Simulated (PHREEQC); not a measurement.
A made-up water analysis in mg/L, 80 °C, pH 6.53, pe -1:

| constituent | mg/L |
|---|---|
| Na | 0.134 |
| K | 0.000219 |
| Ca | 0.0911 |
| Mg | 0.166 |
| Cl | 0.225 |
| S(6) as SO4 | 0.601 |
| Alkalinity as HCO3 | 0.319 |
| Li | 2.49e-05 |
| Fe(2) | 0.000961 |

Valence states are taken as typed.

Computed with PHREEQC (ion-association model, wateq4f.dat).

No solid was allowed to form.

Task: What charge-balance error does the model give?

Result: charge-balance error 0.0 %.

Task: In which forms is C present?

Result: HCO3- 61 %, CO2 39 % of the C.

Species that the database lacks are ignored. Away from 25 °C the constants follow the database's enthalpies or fits; those with neither stay at their 25 °C values.
